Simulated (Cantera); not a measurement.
A perfectly stirred reactor is fed with CH₄ : O₂ : N₂ = 1 : 2.6 : 9.77 (molar parts), at 2.20 bar; it is adiabatic with a 400 K inlet, and is followed from long to short residence time, starting on the burning branch (τ in s: 0.28, 0.068, 0.017, 0.004, 0.00099, 0.00024, 5.8e-05, 1.4e-05, 3.5e-06).

Model: GRI-Mech 3.0 (53 species, 325 reactions), integrated in Cantera.

Predict: blow-out, bracketed by the residence times tried; x(CH₄) at τ = 0.280 s; x(O₂) at τ = 0.280 s; x(H₂O) at τ = 0.280 s; x(O) at τ = 0.280 s; x(CH₄) at τ = 0.990 ms; x(O₂) at τ = 0.990 ms; x(H₂O) at τ = 0.990 ms; x(O) at τ = 0.990 ms.


```json
{
 "blow_out_bracketed_by_the_residence_times_tried": "burning at 0.240 ms, out at 58.0 µs",
 "x(CH₄) at τ = 0.280 s": "1.45e-6",
 "x(O₂) at τ = 0.280 s": "0.0444",
 "x(H₂O) at τ = 0.280 s": "0.148",
 "x(O) at τ = 0.280 s": "0.000130",
 "x(CH₄) at τ = 0.990 ms": "0.000105",
 "x(O₂) at τ = 0.990 ms": "0.0473",
 "x(H₂O) at τ = 0.990 ms": "0.144",
 "x(O) at τ = 0.990 ms": "0.00125"
}
```
